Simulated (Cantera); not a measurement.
An isothermal, constant-pressure homogeneous reactor starts with CO : O₂ : H₂O : N₂ = 0.0092 : 0.014 : 0.004 : 1 (molar parts), equivalence ratio 0.33, at 950 K and 3980 Torr. Integrator tolerance rtol = 1e-08.

Detailed kinetics in Cantera: GRI-Mech 3.0 (53 species, 325 reactions).

Task: What does this change do: CO 0.0092 to 0.019 parts?

Result: 
| quantity | before | after |
|---|---|---|
| x(CO) at 60.0 s | 0.000408 (gas-phase equilibrium <1e-12) | 0.000725 (gas-phase equilibrium 1.24e-12) |
| x(O₂) at 60.0 s | 0.00939 (gas-phase equilibrium 0.00919) | 0.00474 (gas-phase equilibrium 0.00438) |
| x(H₂O) at 60.0 s | 0.00391 (gas-phase equilibrium 0.00391) | 0.00389 (gas-phase equilibrium 0.00389) |
| x(H) at 60.0 s | 4.32e-11 (gas-phase equilibrium <1e-12) | 1.65e-10 (gas-phase equilibrium <1e-12) |
| x(H₂O₂) at 60.0 s | 2.08e-8 (gas-phase equilibrium 1.24e-12) | 3.67e-8 (gas-phase equilibrium <1e-12) |
| x(OH) at 60.0 s | 1.84e-9 (gas-phase equilibrium 2.46e-9) | 2.06e-9 (gas-phase equilibrium 2.04e-9) |
| x(CO₂) at 60.0 s | 0.00859 (gas-phase equilibrium 0.00900) | 0.0178 (gas-phase equilibrium 0.0185) |

Task: What does this change do: CO 0.0092 to 0.027 parts?

Result: 
```tsv
quantity	before	after
x(CO) at 60.0 s	0.000408 (gas-phase equilibrium <1e-12)	0.00161 (gas-phase equilibrium 5.29e-12)
x(O₂) at 60.0 s	0.00939 (gas-phase equilibrium 0.00919)	0.00129 (gas-phase equilibrium 0.000484)
x(H₂O) at 60.0 s	0.00391 (gas-phase equilibrium 0.00391)	0.00387 (gas-phase equilibrium 0.00388)
x(H) at 60.0 s	4.32e-11 (gas-phase equilibrium <1e-12)	1.03e-9 (gas-phase equilibrium <1e-12)
x(H₂O₂) at 60.0 s	2.08e-8 (gas-phase equilibrium 1.24e-12)	4.36e-8 (gas-phase equilibrium <1e-12)
x(OH) at 60.0 s	1.84e-9 (gas-phase equilibrium 2.46e-9)	1.67e-9 (gas-phase equilibrium 1.17e-9)
x(CO₂) at 60.0 s	0.00859 (gas-phase equilibrium 0.00900)	0.0245 (gas-phase equilibrium 0.0262)
```
